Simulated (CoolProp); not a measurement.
Vapour-liquid equilibrium of ethanol (1) + o-xylene (2) at 72.55 °C; x and y are mole fractions of (1).

Values from CoolProp's multi-fluid Helmholtz-energy mixture model, Schroeder 2014 and Zhou 2012; pair parameters Bell 2016.

Q: Give the bubble pressure and the first vapour's composition at x = 0.35, 0.5, 0.65. Is there an azeotrope?

A: x = 0.35: 0.06474 MPa, y = 0.877; x = 0.5: 0.06738 MPa, y = 0.886; x = 0.65: 0.06978 MPa, y = 0.896. No azeotrope shows between x = 0.05 and 0.95.

Pair parameters are fitted to limited data, so mixtures are less certain than the pure fluids. With so large a gap from Raoult's law the liquid may split in two, which this calculation doesn't test in full.
